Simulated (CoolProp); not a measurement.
A Linde-Hampson liquefier for nitrogen: isothermal reversible compression at 280 K from 1 atm to 10 MPa, throttling to 1 atm, return gas leaving the recuperator 0 K below the feed. Each further row changes one setting.

The numbers come from the reference Helmholtz-energy equation of state, Span 2000 in CoolProp.

```csv
case,liquid yield per pass,compression work (kJ/kg of gas)
as stated,0.055,380
high pressure 20 MPa,0.092,438
warm-end temperature 310 K,0.040,423
warm-end gap 5 K,0.043,380
```
